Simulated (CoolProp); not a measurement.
A simple Rankine cycle with R134a: condensing at 304.15 K, boiler at 2.69 MPa, turbine inlet 356.2 K, turbine efficiency 0.8, pump efficiency 0.6, no recuperator. Each further row changes one setting.

Model: reference Helmholtz-energy equation of state, Tillner-Roth 1994, in CoolProp.

| case | thermal efficiency (%) | net work (kJ/kg) | heat in (kJ/kg) | turbine exit temperature (K) | volume ratio over the turbine |
|---|---|---|---|---|---|
| as stated | 8.5 | ? | 187 | 304.2 | 3.96 |
| turbine inlet 376.2 K | 9.0 | 19.6 | 218 | ? | 3.64 |
| condensing temperature 296.15 K | ? | 19.5 | 198 | 296.1 | ? |
| boiler pressure 1.88 MPa | 6.8 | 14.0 | 207 | 324.5 | 2.46 |
| turbine efficiency 0.7 | 7.3 | 13.6 | 187 | 305.2 | 4.01 |

Problem. What belongs in the gaps?

Solution. 
- as stated, net work (kJ/kg): 15.9
- turbine inlet 376.2 K, turbine exit temperature (K): 329.3
- condensing temperature 296.15 K, thermal efficiency (%): 9.8
- condensing temperature 296.15 K, volume ratio over the turbine: 5.03

The expansion ends wet for: as stated; condensing temperature 296.15 K.
